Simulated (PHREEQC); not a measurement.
## Alkaline etch or developer: speciation

A solution holds 0.027 mol NaOH and 0.01 mol K2SiO3 per kg of water, at 50 °C. Closed to the air; pH follows from the charge balance.

Model: ion-association model, phreeqc.dat, run in PHREEQC.

```json
{
 "pH": "11.71",
 "ionic_strength": "0.0490 mol/kgw",
 "total_alkalinity": "47.0 meq/kg"
}
```

```csv
species,molality,activity,log γ
OH-,0.0350,0.0282,-0.094
Na+,0.0270,0.0221,-0.087
K+,0.0200,0.0161,-0.093
H3SiO4-,0.00795,0.00644,-0.091
H2SiO4-2,0.00201,0.000921,-0.339
H4SiO4,3.98e-5,4.02e-5,0.005
```

No solid was allowed to form. Species that the database lacks are ignored. Away from 25 °C the constants follow the database's enthalpies or fits; those with neither stay at their 25 °C values.
